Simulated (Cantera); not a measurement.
A freely propagating, adiabatic, planar premixed flame of CO : H₂ : CH₄ : O₂ : N₂ = 1.3 : 0.046 : 0.033 : 0.421 : 1.58 (molar parts), unburnt at 400 K and 0.987 atm; mixture-averaged transport, grid criteria slope 0.08 and curve 0.16, no radiation.

Computed with Cantera and GRI-Mech 3.0 (53 species, 325 reactions). Burning velocities carry a grid error of a few per cent, more on coarse grids.

x: mole fraction of selected species; z is measured from the peak of heat release.

| z (mm) | T (K) | u (m/s) | x CO | x H₂ | x CH₄ | x CH₃ | x NO | x HCO |
|---|---|---|---|---|---|---|---|---|
| -1.57 | 400 | 1.12 | 0.385 | 0.0136 | 0.00976 | <1e-8 | <1e-8 | <1e-8 |
| -1.04 | 400 | 1.12 | 0.385 | 0.0136 | 0.00976 | <1e-8 | <1e-8 | <1e-8 |
| -0.784 | 400 | 1.12 | 0.385 | 0.0136 | 0.00976 | <1e-8 | <1e-8 | <1e-8 |
| -0.522 | 400 | 1.12 | 0.385 | 0.0136 | 0.00976 | <1e-8 | <1e-8 | <1e-8 |
| -0.261 | 434 | 1.21 | 0.384 | 0.0135 | 0.00967 | … | <1e-8 | <1e-8 |
| -0.131 | 741 | 2.06 | 0.369 | 0.0130 | 0.00825 | … | 2.31e-7 | 8.17e-7 |
| 0 | 1195 | 3.28 | 0.336 | 0.0100 | 0.00255 | … | 1.89e-6 | 8.32e-6 |
| 0.131 | 1469 | 3.95 | 0.290 | 0.00554 | 6.91e-5 | … | 6.93e-6 | 2.58e-6 |
| 0.261 | 1612 | 4.26 | 0.258 | 0.00451 | 5.00e-7 | … | 1.41e-5 | 1.25e-6 |
| 0.522 | 1763 | 4.59 | 0.235 | 0.00510 | <1e-8 | <1e-8 | 2.69e-5 | 9.51e-7 |
| 1.04 | 1904 | 4.90 | 0.228 | 0.00549 | <1e-8 | <1e-8 | 4.34e-5 | 6.54e-7 |
| 2.09 | 2036 | 5.20 | 0.222 | 0.00543 | <1e-8 | <1e-8 | 6.22e-5 | 4.00e-7 |
| 4.18 | 2146 | 5.43 | 0.216 | 0.00522 | <1e-8 | <1e-8 | 8.58e-5 | 2.31e-7 |

### Question
What belongs in the gaps?

### Answer

- -0.261, x CH₃: 1.96e-7
- -0.131, x CH₃: 1.14e-5
- 0, x CH₃: 6.03e-5
- 0.131, x CH₃: 4.80e-6
- 0.261, x CH₃: 5.72e-8
